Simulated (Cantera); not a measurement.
# Silicon nitride deposition: Si2Cl6 + NH3 + N2

Input: 1 mol Si2Cl6, 31 mol NH3, 4.2 mol N2, held at 18.0 Torr.

Method: chemical equilibrium by Gibbs-energy minimisation in Cantera with the NASA 1993 tables (ideal gas, pure condensed phases). Candidate condensed phases: NH4Cl, Si, Si3N4; 28 gas species. The feed counts by its element totals alone. The tables' values for SiCl, SiCl3, SiN are old estimates; treat these amounts as uncertain. Gases not in the tables: Si2H6 and higher silanes. The numbers say what is thermodynamically allowed, not how fast it happens.

```json
[
 {"T (K)": "1050", "x H2": "0.641", "x N2": "0.271", "x HCl": "0.0883", "x SiCl2": "1.75e-7", "x H": "4.19e-8", "x Si": "<1e-12", "n Si3N4(s)": "0.666", "n Si(l)": "0"},
 {"T (K)": "1150", "x H2": "0.641", "x N2": "0.271", "x HCl": "0.0883", "x SiCl2": "2.44e-6", "x H": "3.86e-7", "x Si": "<1e-12", "n Si3N4(s)": "0.666", "n Si(l)": "0"},
 {"T (K)": "1250", "x H2": "0.641", "x N2": "0.271", "x HCl": "0.0883", "x SiCl2": "2.21e-5", "x H": "2.50e-6", "x Si": "<1e-12", "n Si3N4(s)": "0.666", "n Si(l)": "0"},
 {"T (K)": "1350", "x H2": "0.641", "x N2": "0.271", "x HCl": "0.0880", "x SiCl2": "0.000143", "x H": "1.23e-5", "x Si": "3.49e-11", "n Si3N4(s)": "0.663", "n Si(l)": "0"},
 {"T (K)": "1450", "x H2": "0.641", "x N2": "0.271", "x HCl": "0.0868", "x SiCl2": "0.000691", "x H": "4.89e-5", "x Si": "2.44e-9", "n Si3N4(s)": "0.650", "n Si(l)": "0"},
 {"T (K)": "1550", "x H2": "0.642", "x N2": "0.272", "x HCl": "0.0829", "x SiCl2": "0.00252", "x H": "0.000163", "x Si": "9.79e-8", "n Si3N4(s)": "0.608", "n Si(l)": "0"},
 {"T (K)": "1650", "x H2": "0.645", "x N2": "0.274", "x HCl": "0.0741", "x SiCl2": "0.00674", "x H": "0.000471", "x Si": "2.48e-6", "n Si3N4(s)": "0.511", "n Si(l)": "0"},
 {"T (K)": "1750", "x H2": "0.648", "x N2": "0.277", "x HCl": "0.0609", "x SiCl2": "0.0131", "x H": "0.00121", "x Si": "4.31e-5", "n Si3N4(s)": "0.362", "n Si(l)": "0"},
 {"T (K)": "1850", "x H2": "0.641", "x N2": "0.284", "x HCl": "0.0568", "x SiCl2": "0.0146", "x H": "0.00278", "x Si": "0.000269", "n Si3N4(s)": "0", "n Si(l)": "0.947"},
 {"T (K)": "1950", "x H2": "0.637", "x N2": "0.283", "x HCl": "0.0583", "x SiCl2": "0.0135", "x H": "0.00590", "x Si": "0.000992", "n Si3N4(s)": "0", "n Si(l)": "0.939"}
]
```
x: gas mole fraction; n: condensed amount in mol.

From 1050 K to 1750 K the condensed part is Si3N4(s). From 1850 K to 1950 K the condensed part is Si(l). The main Si-bearing gas is SiCl4 at 1050 K and SiCl2 at 1950 K.
